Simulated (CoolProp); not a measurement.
Computed with CoolProp (reference Helmholtz-energy equation of state, Tillner-Roth 1997).

Q: Give the vapour pressure (bar), enthalpy of vaporisation (kJ/kg), liquid cp (kJ/(kg K)), surface tension (mN/m) of saturated CH2F2 (R32) at 180.7, 193.5, 257 K.

A: 
```json
[
 {"T (K)": "180.7", "p (bar)": "0.0728", "enthalpy of vaporisation (kJ/kg)": "422", "liquid cp (kJ/(kg K))": "1.56", "surface tension (mN/m)": "29.1"},
 {"T (K)": "193.5", "p (bar)": "0.191", "enthalpy of vaporisation (kJ/kg)": "410", "liquid cp (kJ/(kg K))": "1.56", "surface tension (mN/m)": "26.4"},
 {"T (K)": "257", "p (bar)": "4.68", "enthalpy of vaporisation (kJ/kg)": "339", "liquid cp (kJ/(kg K))": "1.67", "surface tension (mN/m)": "13.9"}
]
```

Surface tension comes from a separate correlation (Mulero 2012).
